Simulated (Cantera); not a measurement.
Input (Python, Cantera):

```python
import numpy as np
import cantera as ct

gas = ct.Solution("gri30.yaml")
gas.TPX = 1550, 110000, {'CH4': 0.0067, 'O2': 0.024, 'N2': 1}
reactor = ct.IdealGasConstPressureReactor(gas, energy="off", clone=False)
net = ct.ReactorNet([reactor])
net.rtol, net.atol = 1e-08, 1e-18
show = ['CH4', 'O2', 'HCO', 'C2H4', 'N2O']
times = np.geomspace(0.0003, 90, 9)

steps = ct.SolutionArray(gas, extra=["t"])
rows = []
print(f"{'t/s':>10s}{'T/K':>9s}{'P/Pa':>11s}" + "".join(f"{s:>11s}" for s in show))
for t in times:
    while net.time < t:
        t_next = net.step()
        steps.append(gas.state, t=t_next)
    rows.append([np.interp(t, steps.t, y) for y in (steps.T, steps.P, *steps(*show).X.T)])
    print(f"{t:10.3e}{rows[-1][0]:9.1f}{rows[-1][1]:11.4g}" + "".join(f"{x:11.3e}" for x in rows[-1][2:]))
rate = np.gradient(steps.T, steps.t)
print("integrator steps:", len(steps.t))
if steps.T.max() > steps.T[0] + 200:
    print(f"time of steepest temperature rise: {steps.t[rate.argmax()]:.4e} s")
gas.TPX = 1550, 110000, {'CH4': 0.0067, 'O2': 0.024, 'N2': 1}
gas.equilibrate("TP")
print(f"equilibrium (TP): T = {gas.T:.1f} K  " + "  ".join(f"{s} {gas[s].X[0]:.3e}" for s in show))
```

Output:

```
       t/s      T/K       P/Pa        CH4         O2        HCO       C2H4        N2O
 3.000e-04   1550.0    1.1e+05  6.494e-03  2.328e-02  1.152e-11  1.142e-08  5.016e-11
 1.451e-03   1550.0    1.1e+05  6.394e-03  2.324e-02  1.697e-09  3.426e-06  5.566e-10
 7.021e-03   1550.0    1.1e+05  1.232e-21  1.031e-02  1.135e-11  2.040e-27  4.647e-07
 3.397e-02   1550.0    1.1e+05 -7.003e-24  1.027e-02  1.977e-15 -8.738e-39  3.119e-07
 1.643e-01   1550.0    1.1e+05  1.559e-19  1.028e-02  2.669e-17 -6.470e-30  3.317e-08
 7.949e-01   1550.0    1.1e+05 -1.559e-24  1.028e-02  1.831e-17 -2.059e-35  2.685e-08
 3.846e+00   1550.0    1.1e+05  1.138e-29  1.028e-02  1.831e-17  6.514e-41  2.685e-08
 1.860e+01   1550.0    1.1e+05  4.523e-29  1.028e-02  1.831e-17  2.250e-40  2.685e-08
 9.000e+01   1550.0    1.1e+05  7.456e-30  1.028e-02  1.831e-17  1.173e-42  2.684e-08
integrator steps: 2199
equilibrium (TP): T = 1550.0 K  CH4 1.271e-29  O2 1.009e-02  HCO 1.857e-17  C2H4 5.018e-46  N2O 2.665e-08
```

Model: GRI-Mech 3.0 (53 species, 325 reactions), integrated in Cantera.
